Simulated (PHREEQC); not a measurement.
Make-up at 80 °C: 22 mmol/kgw NH3, 11 mmol/kgw Na2SiO3 and 66 mmol/kgw K3PO4. Closed to the air; pH follows from the charge balance.

All values are PHREEQC results (ion-association model, phreeqc.dat), not measurements.

```csv
quantity,before,after
pH,11.00,11.87
ionic strength (mol/kgw),0.352,0.388
H3SiO4- (mol/kgw),0.00864,0.00874
H2SiO4-2 (mol/kgw),0.00227,0.00223
H4SiO4 (mol/kgw),8.85e-5,3.49e-5
NH4+ (mol/kgw),2.72e-5,4.67e-5
SI of Quartz (SiO2),-0.72,-0.58
```

Q: Which change was made?
(A) temperature from 80 to 35 °C
(B) temperature from 80 to 45 °C
(C) K3PO4 left out
(D) temperature from 80 to 5 °C
(E) Na2SiO3 from 0.011 to 0.0055 mol/kgw

A: A, temperature from 80 to 35 °C

No solid was allowed to form. Away from 25 °C the constants follow the database's enthalpies or fits; those with neither stay at their 25 °C values.
